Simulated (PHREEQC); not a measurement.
**Brine: an equilibrium model**

A solution holds 0.48 mol H2SO4, 0.0034 mol Na2B4O7 and 5.2e-05 mol H4SiO4 per kg of water, at 25 °C. Closed to the air; pH follows from the charge balance.

Computed with PHREEQC (Pitzer model, pitzer.dat).

| Quantity | Value |
|---|---|
| pH | 0.32 |
| ionic strength | 0.694 mol/kgw |
| activity of water | 0.982 |
| specific conductance | 158000 µS/cm |
| density | 1.027 g/cm³ |
| osmotic coefficient | 0.915 |
| total alkalinity | -953 meq/kg |

| species | molality | activity | log γ |
|---|---|---|---|
| H+ | 0.580 | 0.475 | -0.086 |
| HSO4- | 0.373 | 0.268 | -0.144 |
| SO4-2 | 0.107 | 0.00591 | -1.257 |
| B(OH)3 | 0.0136 | 0.0136 | 0.001 |
| Na+ | 0.00680 | 0.00527 | -0.111 |
| H4SiO4 | 5.20e-5 | 5.11e-5 | -0.008 |

Precipitation was switched off in this run. Species that the database lacks are ignored.
